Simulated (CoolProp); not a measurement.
A single-stage vapour-compression cycle with neopentane: evaporating at 281.15 K (dew point), condensing at 331.15 K (bubble point), superheat 0 K, subcooling 2 K, compressor efficiency 0.65, no pressure losses. Each further row changes one setting.

Model: reference Helmholtz-energy equation of state, Lemmon 2006, in CoolProp. It is a short technical equation, of lower accuracy than the large ones.

| case | cooling COP | pressure ratio | discharge temperature (K) | refrigerating effect (kJ/kg) | volumetric capacity (kJ/m³) |
|---|---|---|---|---|---|
| as stated | 2.80 | 4.57 | 331.2 | 204 | 630 |
| evaporating temperature 286.15 K | 3.27 | 3.82 | 331.2 | 211 | … |
| condensing temperature 326.15 K | 3.24 | 4.01 | 326.2 | 216 | 669 |
| subcooling 7 K | 2.97 | 4.57 | 331.2 | 216 | 668 |
| superheat 10 K | 2.87 | 4.57 | 340.3 | 220 | … |
| compressor efficiency 0.55 | … | 4.57 | … | 204 | 630 |

Problem. What belongs in the gaps?

Solution. 
- evaporating temperature 286.15 K, volumetric capacity (kJ/m³): 771
- superheat 10 K, volumetric capacity (kJ/m³): 654
- compressor efficiency 0.55, cooling COP: 2.37
- compressor efficiency 0.55, discharge temperature (K): 336.7

The compression ends wet for: as stated; evaporating temperature 286.15 K; condensing temperature 326.15 K; subcooling 7 K.
